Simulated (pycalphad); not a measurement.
Source of the numbers: pycalphad with the COST 507 light-alloy database (1999); pressure 1 atm. The data set is of 1999 and partly superseded. Kinetics are ignored, which matters at the lower temperatures.

Task: How does the equilibrium phase assembly of Si-40.55Cu (at.%) change on cooling from 2350 K to 500 K?

Result: 
| T (K) | phases above | phases below |
|---|---|---|
| 1416.7 | liquid | diamond (Si) + liquid |
| 1073.7 | diamond (Si) + liquid | CU19SI6_ETA + diamond (Si) |
Changes were sought between steps of 50 K, so a narrower field can be missed.

Database names, with the compositions (at.%) that they take in these runs: CU19SI6_ETA: Cu 76 Si 24.
